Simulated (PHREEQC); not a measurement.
Solution (25 °C): 0.00062 mol/kgw H2SeO4, 0.00016 mol/kgw H2SO4 and 0.0022 mol/kgw NaCl. It is in equilibrium with CO2 at log p = -3.5 (atm). Otherwise closed; pH follows from the charge balance.

Model: ion-association model, wateq4f.dat, run in PHREEQC.

No solid was allowed to form.

Order these S species by the share of S that they hold, largest first: SO4-2, NaSO4-, HSO4-.

SO4-2 (89 %), HSO4- (10.0 %), NaSO4- (0.74 %)

The pH is 2.85 and the ionic strength 0.00444 mol/kgw.
